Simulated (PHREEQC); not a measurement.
Consider water at 25 °C with 0.25 mol/kgw H3PO4 and 4.2e-05 mol/kgw HNO3. It is in equilibrium with CO2 at log p = 0 (atm). Otherwise closed; pH follows from the charge balance.

Computed with PHREEQC (ion-association model, wateq4f.dat).

Each row changes one thing in this solution. This is a speciation only: nothing precipitates in the calculation.

| case | pH | ionic strength (mol/kgw) | HCO3- (mol/kgw) |
|---|---|---|---|
| as made | 1.42 | 0.0444 | 4.73e-7 |
| HNO3 from 4.2e-05 to 8.4e-05 mol/kgw | 1.42 | 0.0444 | 4.73e-7 |
| H3PO4 from 0.25 to 0.225 mol/kgw | 1.44 | 0.0418 | 5.00e-7 |
| HNO3 left out | 1.42 | 0.0444 | 4.73e-7 |
| H3PO4 left out | 3.84 | 0.000148 | 0.000106 |

H3PO4, which wateq4f.dat lacks, is added to it with the constant of phreeqc.dat.
